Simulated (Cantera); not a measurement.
## Equilibrium for silicon nitride deposition: SiHCl₃ + NH₃

A closed system holds: 1 mol SiHCl₃, 7.7 mol NH₃, held at 13.3 mbar.

Cantera equilibrium calculation (NASA polynomials, part measured and part estimated; ideal gas, pure solids and liquids). Candidate condensed phases: NH₄Cl, Si, Si₃N₄; 28 gas species. The tables' values for SiCl, SiCl₃, SiN are old estimates; treat these amounts as uncertain. Gases not in the tables: Si₂H₆ and higher silanes. Rates play no part.

From 873 K to 1673 K the condensed part is Si₃N₄(s). From 1773 K to 2073 K the condensed part is Si(l). The main Si-bearing gas is SiCl₄ at 873 K and SiCl₂ at 2073 K.

| T (K) | x H₂ | x N₂ | x HCl | x SiCl₂ | x H | n Si₃N₄(s) | n Si(l) |
|---|---|---|---|---|---|---|---|
| 873 | 0.633 | 0.191 | 0.176 | 2.74e-9 | 3.22e-10 | 0.328 | 0 |
| 973 | 0.632 | 0.191 | 0.177 | 1.20e-7 | 7.44e-9 | 0.330 | 0 |
| 1073 | 0.631 | 0.191 | 0.178 | 2.57e-6 | 9.64e-8 | 0.331 | 0 |
| 1173 | 0.631 | 0.191 | 0.178 | 3.23e-5 | 8.11e-7 | 0.331 | 0 |
| 1273 | 0.631 | 0.191 | 0.177 | 0.000268 | 4.91e-6 | 0.330 | 0 |
| 1373 | 0.632 | 0.191 | 0.174 | 0.00157 | 2.29e-5 | 0.322 | 0 |
| 1473 | 0.635 | 0.194 | 0.164 | 0.00643 | 8.73e-5 | 0.294 | 0 |
| 1573 | 0.641 | 0.200 | 0.140 | 0.0175 | 0.000282 | 0.231 | 0 |
| 1673 | 0.649 | 0.208 | 0.108 | 0.0327 | 0.000795 | 0.143 | 0 |
| 1773 | 0.646 | 0.221 | 0.0901 | 0.0404 | 0.00198 | 0 | 0.284 |
| 1873 | 0.641 | 0.221 | 0.0936 | 0.0383 | 0.00448 | 0 | 0.305 |
| 1973 | 0.634 | 0.219 | 0.0962 | 0.0361 | 0.00930 | 0 | 0.296 |
| 2073 | 0.621 | 0.217 | 0.0973 | 0.0336 | 0.0180 | 0 | 0.211 |
x: gas mole fraction; n: condensed amount in mol.
